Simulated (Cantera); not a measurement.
A closed system holds: 1 mol FeS, 0.053 mol SO3, 0.66 mol O2, at 600 °C and 9.00 Torr.

These are equilibrium values from Cantera (NASA tables, ideal gas, pure condensed phases), not measurements of a reactor. Candidate condensed phases: Fe, FeO, FeS, FeSO4, FeS2, Fe2O3, Fe2(SO4)3, Fe3O4, S; 12 gas species. FeS: taken at fixed stoichiometry. Gases not in the tables: S3 to S7. Kinetics and transport are ignored.

Q: What is the equilibrium state?

A: 
```
Quantity                                 Result
-----------------------------------  ----------
x(SO2)                                    0.969
x(S2)                                    0.0293
x(S2O)                                  0.00144
x(SO)                                   9.68e-6
n(FeS(s))                             0.571 mol
n(Fe3O4(s))                           0.143 mol
gas amount                           0.4676 mol
log10 activity of S(l) (absent)           -1.70
log10 activity of Fe(α) (absent)          -4.54
log10 activity of FeSO4(s) (absent)       -5.11
```
